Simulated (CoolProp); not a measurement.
Nitrous oxide along the isobar 10.1 MPa: fugacity coefficient from the reference equation and from simpler models built on Tc = 36.4 °C, pc = 7.245 MPa, ω = 0.161; each cubic takes its own stable root.

Values from CoolProp's reference Helmholtz-energy equation of state, Lemmon 2006. It is a short technical equation, of lower accuracy than the large ones.

```csv
T (°C),phase,reference
-71.95,liquid,0.02912
-42.75,liquid,0.09170
-13.55,liquid,0.2074
15.65,liquid,0.3730
44.95,supercritical,0.5626
74.15,supercritical,0.6917
103.35,supercritical,0.7670
132.55,supercritical,0.8206
161.75,supercritical,0.8609
191.05,supercritical,0.8921
```

### Question
How far does each simpler model (Soave-Redlich-Kwong, Peng-Robinson) lie from the reference over these 10 states: mean and median of the absolute difference, and the worst?

### Answer
- Soave-Redlich-Kwong: mean 2.1 %, median 1.9 %, worst +3.3 % at -13.55 °C and 10.1 MPa
- Peng-Robinson: mean 1.6 %, median 1.5 %, worst -2.8 % at 74.15 °C and 10.1 MPa
